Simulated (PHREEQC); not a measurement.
1 kg of water holding 0.016 mol/kgw K2SO4 and 0.025 mol/kgw NaCl is evaporated at 30 °C; the solids stay in contact with the brine. CO2 from the air is kept out. Solids allowed: Arcanite, Glaserite, Halite, Mirabilite, Misenite, Sylvite, Thenardite. Others were left out.

The series has 28 steps of water left (kg), from 1 to 0.005012.

The numbers come from PHREEQC with the Pitzer model, pitzer.dat.

### Question
Which solids form, in which order, and at which step of the series does each first stand?

### Answer
Glaserite from water left = 0.01627 kg.
